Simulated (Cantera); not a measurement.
A Cantera script and its output.

```python
import numpy as np
import cantera as ct

gas = ct.Solution("gri30.yaml")
gas.TPX = 1223, 13332, {'H2': 1.5, 'O2': 1, 'N2': 0.53}
inlet = ct.Reservoir(gas, clone=True)

reactor = ct.IdealGasConstPressureReactor(gas, energy="off", clone=False)
exhaust = ct.Reservoir(gas, clone=True)
tau = [6.6, 2.1, 0.69, 0.22, 0.071, 0.023, 0.0074][0]
for a, b in ((inlet, reactor), (reactor, exhaust)):
    ct.MassFlowController(a, b, mdot=lambda t: reactor.mass / tau)
net = ct.ReactorNet([reactor])
show = ['H2', 'O2', 'NO', 'H2O2', 'O', 'H2O', 'HO2']

rows = []
print(f"{'tau/s':>10s}{'T/K':>9s}" + "".join(f"{s:>11s}" for s in show))
for tau in [6.6, 2.1, 0.69, 0.22, 0.071, 0.023, 0.0074]:
    net.initial_time = 0.0
    net.advance(30 * tau)
    before = gas.X
    net.advance(40 * tau)
    drift = np.max(np.abs(gas.X - before) / (gas.X + 1e-9))
    rows.append([gas.T, *gas[show].X, drift])
    print(f"{tau:10.3e}{gas.T:9.1f}" + "".join(f"{x:11.3e}" for x in gas[show].X))
```

Result:

```
     tau/s      T/K         H2         O2         NO       H2O2          O        H2O        HO2
 6.600e+00   1223.0  1.917e-04  1.096e-01  1.394e-07  6.456e-07  2.768e-05  6.574e-01  3.937e-06
 2.100e+00   1223.0  4.125e-04  1.096e-01  1.057e-07  1.076e-06  6.129e-05  6.569e-01  7.558e-06
 6.900e-01   1223.0  8.650e-04  1.097e-01  9.443e-08  1.700e-06  1.329e-04  6.561e-01  1.320e-05
 2.200e-01   1223.0  1.833e-03  1.100e-01  1.168e-07  2.588e-06  2.934e-04  6.543e-01  2.097e-05
 7.100e-02   1223.0  3.795e-03  1.106e-01  1.944e-07  3.681e-06  6.354e-04  6.508e-01  2.933e-05
 2.300e-02   1223.0  7.685e-03  1.119e-01  3.680e-07  4.825e-06  1.349e-03  6.435e-01  3.665e-05
 7.400e-03   1223.0  1.520e-02  1.148e-01  7.024e-07  5.717e-06  2.812e-03  6.282e-01  4.216e-05
```

Computed with Cantera and GRI-Mech 3.0 (53 species, 325 reactions). The temperature is held fixed by assumption; the heat of reaction is taken as removed at once.
